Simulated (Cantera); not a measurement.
Cantera run:

```python
import numpy as np
import cantera as ct

gas_names = """
    B BF BF2 BF3 BH BHF2 BH2 BH3 BO BOF BOF2 BO2 B2 B2O B2O2 B2O3 B3O3F3 B3O3H3 F FO FO2 F2 F2O H HBO
    HBO2 HF HOF HO2 H2 H2F2 H2O H2O2 H3B3O6 H3F3 H4F4 H5F5 H6F6 H7F7 O OH O2 O3
""".split()
cond_names = """
    B(b) B(L) B2O3(L) B3O3H3(cr) H2O(s) H2O(L)
""".split()


def load(file, names, dense=False):
    # The tables refer to 1 bar. Condensed volumes are neglected.
    table = {s.name: s for s in ct.Species.list_from_file(file)}
    out = []
    for n in names:
        d = dict(table[n].input_data)
        d["thermo"] = dict(d["thermo"], **{"reference-pressure": 1e5})
        if dense:
            d["equation-of-state"] = {"model": "constant-volume", "density": "1e6 g/cm^3"}
        out.append(ct.Species.from_dict(d))
    return out


gas = ct.Solution(thermo="ideal-gas", species=load("nasa_gas.yaml", gas_names))
cond = {s.name: ct.Solution(thermo="fixed-stoichiometry", species=[s], name=s.name)
        for s in load("nasa_condensed.yaml", cond_names, dense=True)}
atoms = {
    'BF3': {'B': 1, 'F': 3},
    'H2O': {'H': 2, 'O': 1},
    'H2': {'H': 2},
}
top_T = {}  # K; cautious upper limits of use, not melting points


def equilibrate(T, P, feed):
    n = {}
    for name, mol in feed.items():
        for a, k in atoms[name].items():
            n[a] = n.get(a, 0.0) + k * mol
    gas.TPX = T, P, n
    mass = sum(n.values()) * gas.mean_molecular_weight
    gas.equilibrate("TP")
    valid = [c for c in cond.values() if c.min_temp <= T <= top_T.get(c.name, c.max_temp)]
    mix = ct.Mixture([(gas, mass / gas.mean_molecular_weight)] + [(c, 0.0) for c in valid])
    mix.T, mix.P = T, P
    mix.equilibrate("TP", solver="vcs", rtol=1e-11, max_steps=5000)
    return mix


results = []
feed = {'BF3': 1, 'H2O': 15, 'H2': 21}  # mol
T = 1000  # K
P = 9600  # Pa
mix = equilibrate(T, P, feed)
results.append((T, P, feed, dict(zip(mix.species_names, mix.species_moles))))
print(gas.report(threshold=1e-06))
for i in range(1, mix.n_phases):
    print(f"{mix.phase(i).name:16s} {mix.phase_moles(i):12.5e} mol")
```

Output:

```
       temperature   1000 K
          pressure   9600 Pa
           density   0.011153 kg/m^3
  mean mol. weight   9.6595 kg/kmol
   phase of matter   gas

                          1 kg             1 kmol
                     ---------------   ---------------
          enthalpy       -9.7249e+06       -9.3938e+07  J
   internal energy       -1.0586e+07       -1.0225e+08  J
           entropy             23001        2.2218e+05  J/K
    Gibbs function       -3.2726e+07       -3.1611e+08  J
 heat capacity c_p            3615.9             34928  J/K
 heat capacity c_v            2755.2             26614  J/K

                      mass frac. Y      mole frac. X     chem. pot. / RT
                     ---------------   ---------------   ---------------
               BF3          0.032192         0.0045861           -178.63
               BOF        0.00018177         3.833e-05           -114.84
            B3O3F3         0.0068914         0.0004844           -344.51
              HBO2        0.00023218        5.1185e-05           -111.59
                HF           0.13468          0.065025           -60.544
                H2           0.11728           0.56193           -20.425
               H2O           0.68254           0.36597           -57.298
            H3B3O6          0.026004         0.0019109           -334.77
     [  +35 minor]        1.1999e-06        2.4137e-07

B(b)              0.00000e+00 mol
B2O3(L)           2.78357e-01 mol
B3O3H3(cr)        0.00000e+00 mol
```

Cantera equilibrium calculation (NASA polynomials, part measured and part estimated; ideal gas, pure solids and liquids). Gases not in the tables: H3BO3.
